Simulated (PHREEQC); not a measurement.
## Acid mine or pickling water: an equilibrium model

A made-up water analysis in mg/L, 20 °C, pH 4.02, pe 9.4:

| constituent | mg/L |
|---|---|
| Na | 55.4 |
| K | 71.4 |
| Ca | 55.6 |
| Mg | 13.9 |
| Cl | 110 |
| S(6) as SO4 | 236 |
| Mn(2) | 2.04 |

Valence states are taken as typed.

All values are PHREEQC results (ion-association model, phreeqc.dat), not measurements.

Each row changes one thing in this solution. This is a speciation only: nothing precipitates in the calculation.

```tsv
case	ionic strength (mol/kgw)	SO4-2 (mol/kgw)	Ca+2 (mol/kgw)	Mg+2 (mol/kgw)	Mn+2 (mol/kgw)	HSO4- (mol/kgw)	SI of Gypsum (CaSO4:2H2O)	SI of Halite (NaCl)
as made	0.0114	0.00213	0.00120	0.000481	3.21e-5	1.29e-5	-1.38	-6.79
temperature from 20 to 80 °C at the same typed pH	0.0107	0.00191	0.00117	0.000359	2.78e-5	5.15e-5	-1.31	-6.84
S(6) from 236 to 472 mg/L	0.0155	0.00437	0.00108	0.000425	2.90e-5	2.54e-5	-1.16	-6.80
all concentrations times 2 at the same typed pH	0.0219	0.00402	0.00226	0.000897	6.04e-5	2.21e-5	-0.94	-6.22
```

Species that the database lacks are ignored. Away from 25 °C the constants follow the database's enthalpies or fits; those with neither stay at their 25 °C values.
